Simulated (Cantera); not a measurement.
An isothermal, constant-pressure homogeneous reactor starts with NO : N₂ = 1 : 12 (molar parts), at 2200 K and 1.01 bar. Integrator tolerance rtol = 1e-08.

Model: GRI-Mech 3.0 (53 species, 325 reactions), integrated in Cantera.

Question: What does this change do: temperature 2200 to 1548 K?

Answer: 
```json
[
 {"quantity": "x(NO) at 20.0 s", "before": "0.00573 (gas-phase equilibrium 0.00573)", "after": "0.0730 (gas-phase equilibrium 0.000726)"},
 {"quantity": "x(N₂O) at 20.0 s", "before": "3.54e-7 (gas-phase equilibrium 3.54e-7)", "after": "1.89e-6 (gas-phase equilibrium 4.88e-8)"},
 {"quantity": "x(N₂) at 20.0 s", "before": "0.958 (gas-phase equilibrium 0.958)", "after": "0.925 (gas-phase equilibrium 0.961)"},
 {"quantity": "x(O) at 20.0 s", "before": "0.000508 (gas-phase equilibrium 0.000508)", "after": "3.77e-7 (gas-phase equilibrium 1.49e-6)"},
 {"quantity": "x(O₂) at 20.0 s", "before": "0.0353 (gas-phase equilibrium 0.0353)", "after": "0.00192 (gas-phase equilibrium 0.0381)"}
]
```
